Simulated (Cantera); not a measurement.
Gas-phase reforming

A perfectly stirred reactor is fed with 76.3 % CH4, 23.7 % H2O, at 0.470 bar; it is held at 1425 K, and followed from long to short residence time.

Computed with Cantera and GRI-Mech 3.0 (53 species, 325 reactions). GRI-Mech 3.0 stops at C3 and has no aromatics, soot or wall deposition, so with more carbon than oxygen in the feed, carbon stays in small species such as C2H2 where larger ones or solid carbon would form.

```json
[
 {"τ (s)": "3.7", "x CH4": "0.400", "x H2O": "0.184", "x CH2CO": "1.20e-5", "x H2": "0.309", "x C2H2": "0.0919", "x HCO": "2.67e-11"},
 {"τ (s)": "1.5", "x CH4": "0.525", "x H2O": "0.204", "x CH2CO": "1.04e-5", "x H2": "0.201", "x C2H2": "0.0609", "x HCO": "2.38e-11"},
 {"τ (s)": "0.60", "x CH4": "0.629", "x H2O": "0.219", "x CH2CO": "7.15e-6", "x H2": "0.112", "x C2H2": "0.0328", "x HCO": "2.88e-11"},
 {"τ (s)": "0.24", "x CH4": "0.699", "x H2O": "0.229", "x CH2CO": "3.47e-6", "x H2": "0.0526", "x C2H2": "0.0136", "x HCO": "3.38e-11"},
 {"τ (s)": "0.096", "x CH4": "0.737", "x H2O": "0.234", "x CH2CO": "9.35e-7", "x H2": "0.0205", "x C2H2": "0.00391", "x HCO": "3.29e-11"},
 {"τ (s)": "0.039", "x CH4": "0.754", "x H2O": "0.236", "x CH2CO": "1.11e-7", "x H2": "0.00680", "x C2H2": "0.000706", "x HCO": "2.37e-11"},
 {"τ (s)": "0.015", "x CH4": "0.760", "x H2O": "0.236", "x CH2CO": "4.94e-9", "x H2": "0.00189", "x C2H2": "6.57e-5", "x HCO": "1.06e-11"},
 {"τ (s)": "0.0062", "x CH4": "0.762", "x H2O": "0.237", "x CH2CO": "1.68e-10", "x H2": "0.000600", "x C2H2": "5.33e-6", "x HCO": "3.43e-12"},
 {"τ (s)": "0.0025", "x CH4": "0.763", "x H2O": "0.237", "x CH2CO": "4.52e-12", "x H2": "0.000204", "x C2H2": "3.91e-7", "x HCO": "<1e-12"},
 {"τ (s)": "0.0010", "x CH4": "0.763", "x H2O": "0.237", "x CH2CO": "<1e-12", "x H2": "7.34e-5", "x C2H2": "2.79e-8", "x HCO": "<1e-12"},
 {"τ (s)": "0.00040", "x CH4": "0.763", "x H2O": "0.237", "x CH2CO": "<1e-12", "x H2": "2.71e-5", "x C2H2": "1.48e-9", "x HCO": "<1e-12"}
]
```
x: mole fraction; the columns are a selection and need not sum to one.
